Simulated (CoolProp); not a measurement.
Aqueous lithium chloride as a coolant, 12 % by mass, freezing at -16.1 °C, 1 atm.

The numbers come from the Melinder's fits for secondary coolants in CoolProp.

| T (°C) | Prandtl number | viscosity (mPa s) | conductivity (W/(m K)) | density (kg/m³) |
|---|---|---|---|---|
| -13.1 | 28.0 | 4.17 | 0.520 | 1073 |
| -8.3 | 22.9 | 3.45 | 0.527 | 1072 |
| -3.6 | 19.2 | 2.92 | 0.534 | 1072 |
| 1.1 | 16.3 | 2.50 | 0.541 | 1071 |
| 5.8 | 14.1 | 2.18 | 0.548 | 1071 |
| 10.6 | 12.2 | 1.91 | 0.555 | 1070 |
| 15.3 | 10.8 | 1.70 | 0.562 | 1069 |
| 20 | 9.57 | 1.52 | 0.569 | 1067 |
| 24.7 | 8.55 | 1.37 | 0.576 | 1066 |
| 29.5 | 7.66 | 1.24 | 0.583 | 1065 |
| 34.2 | 6.89 | 1.12 | 0.590 | 1063 |
| 38.9 | 6.21 | 1.02 | 0.597 | 1062 |
